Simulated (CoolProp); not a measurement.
Computed with CoolProp (reference Helmholtz-energy equation of state, Lemmon 2005). It is a short technical equation, of lower accuracy than the large ones.

**Question.** For 1-butene, give the phase and the density (kg/m³), isothermal compressibility (1/MPa), expansivity (1/kK), fugacity coefficient at 135.6 K and 971 kPa; 168 K and 971 kPa.

**Answer.** 
- 135.6 K and 971 kPa: liquid; density 766, isothermal compressibility 0.000566, expansivity 1.39, fugacity coefficient 1.28e-6
- 168 K and 971 kPa: liquid; density 732, isothermal compressibility 0.000754, expansivity 1.42, fugacity coefficient 0.000144
